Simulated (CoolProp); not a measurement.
Neopentane at 293.15 K and 0.0982 MPa is compressed adiabatically to 0.604 MPa with isentropic efficiency 0.8. Each further row changes one setting.

The numbers come from the reference Helmholtz-energy equation of state, Lemmon 2006 in CoolProp. It is a short technical equation, of lower accuracy than the large ones.

| case | work (kJ/kg) | final temperature (K) | final phase | final density (kg/m³) |
|---|---|---|---|---|
| as stated | 74.8 | 344.4 | two-phase, vapour fraction 0.998 | 18.1 |
| efficiency 1 | ? | 344.4 | two-phase, vapour fraction 0.941 | ? |
| efficiency 0.65 | ? | 352.3 | gas | 17.3 |

Complete the blanks.


- efficiency 1, work (kJ/kg): 59.8
- efficiency 1, final density (kg/m³): 19.1
- efficiency 0.65, work (kJ/kg): 92.0
